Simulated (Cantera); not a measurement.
What does this Cantera script print?

```python
import numpy as np
import cantera as ct

gas_names = """
    B BH BH2 BH3 BO BO2 B2 B2O B2O2 B2O3 B3O3H3 H HBO HBO2 HO2 H2 H2O H2O2 H3B3O6 O OH O2 O3
""".split()
cond_names = """
    B(b) B(L) B2O3(L) B3O3H3(cr) H2O(s) H2O(L)
""".split()


# ... load() reads the species with a 1 bar reference pressure and builds the phases ...
atoms = {
    'B': {'B': 1},
    'H2O': {'H': 2, 'O': 1},
}
top_T = {}  # K; cautious upper limits of use, not melting points


# ... equilibrate(T, P, feed) seeds the gas with the atoms and calls Mixture.equilibrate('TP', solver="vcs", rtol=1e-11, max_steps=5000) ...
results = []
feed = {'B': 1, 'H2O': 1.3}  # mol
T = 2200  # K
for P in [10, 28, 77, 220, 600, 1700, 4600, 13000, 36000, 100000]:
    mix = equilibrate(T, P, feed)
    results.append((T, P, feed, dict(zip(mix.species_names, mix.species_moles))))

top = {s: max(r[3][s] / sum(r[3][g] for g in gas_names) for r in results) for s in gas_names}
cols = sorted((s for s in top if top[s] > 0.0001), key=lambda s: -top[s])[:9]
seen = [c for c in cond_names if any(r[3].get(c, 0) > 1e-12 for r in results)]
print("log10 of partial pressures in bar; condensed amounts in mol")
print(f"{'P/Pa':>10s}" + "".join(f"{s[:9]:>10s}" for s in cols + seen))
for T, P, feed, n in results:
    ng = sum(n[g] for g in gas_names)
    print(f"{P:10.4g}" + "".join(f"{np.log10(max(n[s] / ng * P / 1e5, 1e-99)):10.3f}" for s in cols)
          + "".join(f"{n.get(c, 0):10.4g}" for c in seen))
```

Result:

```
log10 of partial pressures in bar; condensed amounts in mol
      P/Pa        H2         H        BO       HBO      B2O3      B2O2      HBO2       H2O       BO2
        10    -4.501    -4.500    -4.645    -5.731    -5.361    -6.644    -5.257    -6.008    -6.031
        28    -3.943    -4.221    -4.232    -5.039    -4.769    -5.818    -4.798    -5.683    -5.851
        77    -3.435    -3.967    -3.855    -4.408    -4.226    -5.064    -4.379    -5.387    -5.685
       220    -2.934    -3.716    -3.499    -3.801    -3.697    -4.352    -3.955    -5.068    -5.512
       600    -2.470    -3.485    -3.193    -3.263    -3.214    -3.739    -3.546    -4.735    -5.335
      1700    -2.000    -3.249    -2.905    -2.740    -2.730    -3.163    -3.115    -4.356    -5.139
      4600    -1.556    -3.028    -2.651    -2.264    -2.278    -2.655    -2.696    -3.970    -4.942
   1.3e+04    -1.098    -2.798    -2.400    -1.785    -1.815    -2.154    -2.254    -3.548    -4.729
   3.6e+04    -0.651    -2.575    -2.164    -1.325    -1.365    -1.682    -1.816    -3.124    -4.515
     1e+05    -0.205    -2.352    -1.934    -0.872    -0.916    -1.221    -1.375    -2.690    -4.297
```

These are equilibrium values from Cantera (NASA tables, ideal gas, pure condensed phases), not measurements of a reactor. The tables' values for BH2 are old estimates; treat these amounts as uncertain.
